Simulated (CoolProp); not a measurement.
Vapour-liquid equilibrium of n-heptane (1) + o-xylene (2) at 54.95 °C; x and y are mole fractions of (1).

Values from CoolProp's multi-fluid Helmholtz-energy mixture model, Span 2003 and Zhou 2012; pair parameters Bell 2016.

Problem. Give the bubble pressure and the first vapour's composition at x = 0.35, 0.5, 0.65. Is there an azeotrope?

Solution. x = 0.35: 0.01243 MPa, y = 0.759; x = 0.5: 0.01501 MPa, y = 0.838; x = 0.65: 0.01741 MPa, y = 0.895. No azeotrope shows between x = 0.05 and 0.95.

Pair parameters are fitted to limited data, so mixtures are less certain than the pure fluids.
